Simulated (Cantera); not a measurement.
What does this Cantera script print?

```python
import numpy as np
import cantera as ct

gas_names = [...]  # 136 gases of nasa_gas.yaml made of C, H, N, O
cond_names = """
    C(gr) C6H6(L) C7H8(L) C8H18(L),n-octa H2O(s) H2O(L)
""".split()


# ... load() reads the species with a 1 bar reference pressure and builds the phases ...
atoms = {
    'CO': {'C': 1, 'O': 1},
    'O2': {'O': 2},
    'NH3': {'N': 1, 'H': 3},
}
top_T = {'C(gr)': 4500}  # K; cautious upper limits of use, not melting points


# ... equilibrate(T, P, feed) seeds the gas with the atoms and calls Mixture.equilibrate('TP', solver="vcs", rtol=1e-11, max_steps=5000) ...
results = []
feed = {'CO': 1, 'O2': 0.23, 'NH3': 0.5}  # mol
P = 1333.22  # Pa
for T in [2025, 2100, 2175, 2250, 2325, 2400, 2475, 2550, 2625, 2700, 2775, 2850]:
    mix = equilibrate(T, P, feed)
    results.append((T, P, feed, dict(zip(mix.species_names, mix.species_moles))))
    x = sorted(zip(gas.X, gas.species_names), reverse=True)
    print(f"T = {T:g} K  P = {P:g} Pa  gas = {mix.phase_moles(0):.4g} mol")
    print("   x: " + "  ".join(f"{s} {v:.3e}" for v, s in x if v > 1e-06))
    print("   condensed (mol): " + ("  ".join(f"{mix.phase(i).name} {mix.phase_moles(i):.4g}"
          for i in range(1, mix.n_phases) if mix.phase_moles(i) > 1e-12) or "none"))
```

Output:

```
T = 2025 K  P = 1333.22 Pa  gas = 2.008 mol
   x: CO 4.286e-01  H2 2.103e-01  H2O 1.590e-01  N2 1.245e-01  CO2 6.935e-02  H 7.643e-03  OH 6.044e-04  NO 1.619e-05  O 1.595e-05  O2 5.188e-06
   condensed (mol): none
T = 2100 K  P = 1333.22 Pa  gas = 2.014 mol
   x: CO 4.292e-01  H2 2.060e-01  H2O 1.598e-01  N2 1.241e-01  CO2 6.739e-02  H 1.225e-02  OH 1.131e-03  O 4.795e-05  NO 3.433e-05  O2 1.586e-05
   condensed (mol): none
T = 2175 K  P = 1333.22 Pa  gas = 2.022 mol
   x: CO 4.291e-01  H2 2.009e-01  H2O 1.596e-01  N2 1.236e-01  CO2 6.559e-02  H 1.895e-02  OH 2.022e-03  O 1.337e-04  NO 6.908e-05  O2 4.494e-05
   condensed (mol): none
T = 2250 K  P = 1333.22 Pa  gas = 2.033 mol
   x: CO 4.279e-01  H2 1.947e-01  H2O 1.582e-01  N2 1.229e-01  CO2 6.384e-02  H 2.838e-02  OH 3.464e-03  O 3.482e-04  NO 1.325e-04  O2 1.187e-04
   condensed (mol): none
T = 2325 K  P = 1333.22 Pa  gas = 2.051 mol
   x: CO 4.257e-01  H2 1.873e-01  H2O 1.550e-01  N2 1.218e-01  CO2 6.198e-02  H 4.123e-02  OH 5.689e-03  O 8.507e-04  O2 2.933e-04  NO 2.427e-04
   condensed (mol): none
T = 2400 K  P = 1333.22 Pa  gas = 2.076 mol
   x: CO 4.221e-01  H2 1.785e-01  H2O 1.492e-01  N2 1.202e-01  CO2 5.971e-02  H 5.821e-02  OH 8.944e-03  O 1.953e-03  O2 6.757e-04  NO 4.242e-04
   condensed (mol): none
T = 2475 K  P = 1333.22 Pa  gas = 2.111 mol
   x: CO 4.171e-01  H2 1.685e-01  H2O 1.401e-01  N2 1.181e-01  H 7.998e-02  CO2 5.661e-02  OH 1.339e-02  O 4.201e-03  O2 1.437e-03  NO 7.042e-04
   condensed (mol): none
T = 2550 K  P = 1333.22 Pa  gas = 2.162 mol
   x: CO 4.105e-01  H2 1.573e-01  H2O 1.267e-01  N2 1.151e-01  H 1.071e-01  CO2 5.217e-02  OH 1.892e-02  O 8.407e-03  O2 2.768e-03  NO 1.100e-03  N 1.352e-06
   condensed (mol): none
T = 2625 K  P = 1333.22 Pa  gas = 2.231 mol
   x: CO 4.022e-01  H2 1.451e-01  H 1.400e-01  N2 1.113e-01  H2O 1.087e-01  CO2 4.609e-02  OH 2.491e-02  O 1.550e-02  O2 4.719e-03  NO 1.596e-03  N 2.544e-06
   condensed (mol): none
T = 2700 K  P = 1333.22 Pa  gas = 2.322 mol
   x: CO 3.921e-01  H 1.785e-01  H2 1.316e-01  N2 1.066e-01  H2O 8.706e-02  CO2 3.857e-02  OH 3.024e-02  O 2.615e-02  O2 6.988e-03  NO 2.135e-03  N 4.598e-06
   condensed (mol): none
T = 2775 K  P = 1333.22 Pa  gas = 2.433 mol
   x: CO 3.806e-01  H 2.213e-01  H2 1.165e-01  N2 1.014e-01  H2O 6.433e-02  O 4.024e-02  OH 3.359e-02  CO2 3.042e-02  O2 8.930e-03  NO 2.628e-03  N 8.011e-06
   condensed (mol): none
T = 2850 K  P = 1333.22 Pa  gas = 2.558 mol
   x: CO 3.682e-01  H 2.659e-01  H2 9.968e-02  N2 9.622e-02  O 5.677e-02  H2O 4.348e-02  OH 3.408e-02  CO2 2.268e-02  O2 9.900e-03  NO 2.989e-03  N 1.352e-05
   condensed (mol): none
```

These are equilibrium values from Cantera (NASA tables, ideal gas, pure condensed phases), not measurements of a reactor.
